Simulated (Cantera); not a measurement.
Charge: 1 mol Cu2O, 0.56 mol C, 0.11 mol CO, at 2480 Torr.

Cantera equilibrium calculation (NASA polynomials, part measured and part estimated; ideal gas, pure solids and liquids). Candidate condensed phases: C, Cu, CuO, Cu2O; 15 gas species. Kinetics and transport are ignored.

log p: log10 of the partial pressure in bar; n: condensed amount in mol.

```csv
T (°C),log p CO2,log p CO,log p Cu,log p O2,log p Cu2,n C(graphite),n Cu(s),n Cu(l)
550,0.48,-0.60,<-11,<-11,<-11,0.0929,2.00,0
750,0.34,0.05,-10.42,<-11,<-11,0,2.00,0
950,0.34,0.05,[?],<-11,<-11,0,2.00,0
1150,0.34,0.05,-5.68,-11.11,-9.32,0,0,2.00
1350,0.34,0.05,[?],[?],[?],0,0,2.00
1550,0.34,0.05,-3.15,-6.61,-5.83,0,0,2.00
1750,0.34,0.05,-2.27,-5.03,-4.62,0,0,2.00
1950,0.33,0.05,-1.56,-3.74,-3.65,0,0,1.99
2150,0.32,0.04,-0.97,-2.68,-2.85,0,0,1.98
2350,0.28,0.02,-0.47,-1.81,-2.18,0,0,1.92
```

Complete the blanks.


- 950, log p Cu: -7.64
- 1350, log p Cu: -4.26
- 1350, log p O2: -8.58
- 1350, log p Cu2: -7.35
